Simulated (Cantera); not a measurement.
A closed system holds: 1 mol HCl, 3.9 mol O₂, 0.21 mol H₂, held at 1548.15 K and 1.05 Torr.

Equilibrium computed with Cantera from the NASA thermochemical tables; the gas is ideal and each condensed phase is pure. Candidate condensed phases: H₂O; 14 gas species. Kinetics and transport are ignored.

Base state: O₂ 0.740, HCl 0.157, H₂O 0.0615, Cl 0.0399, OH 0.000652, Cl₂ 0.000347, O 0.000176, ClO 2.97e-5 (mole fractions); condensed: gas only.

What changes in the equilibrium state with this change: pressure from 1.05 Torr to 51.0 Torr?


```
species    before    after
-------  --------  -------
O₂          0.740    0.750
HCl         0.157    0.174
H₂O        0.0615   0.0541
Cl         0.0399   0.0179
Cl₂      0.000347  0.00341
HOCl      1.67e-6  1.30e-5
O        0.000176  2.54e-5
```

What changes in the equilibrium state with this change: HCl replaced by HF?


```json
[
 {"species": "O₂", "before": "0.740", "after": "0.758"},
 {"species": "HF", "before": "0", "after": "0.200"},
 {"species": "H₂O", "before": "0.0615", "after": "0.0417"},
 {"species": "HCl", "before": "0.157", "after": "0"},
 {"species": "Cl", "before": "0.0399", "after": "0"},
 {"species": "Cl₂", "before": "0.000347", "after": "0"},
 {"species": "ClO", "before": "2.97e-5", "after": "0"},
 {"species": "OH", "before": "0.000652", "after": "0.000540"}
]
```

What changes in the equilibrium state with this change: temperature from 1548.15 K to 848 K?


```csv
species,before,after
O₂,0.740,0.756
HCl,0.157,0.166
H₂O,0.0615,0.0603
Cl,0.0399,9.57e-5
Cl₂,0.000347,0.0179
O,0.000176,<1e-9
OH,0.000652,1.92e-8
ClO,2.97e-5,3.14e-7
```
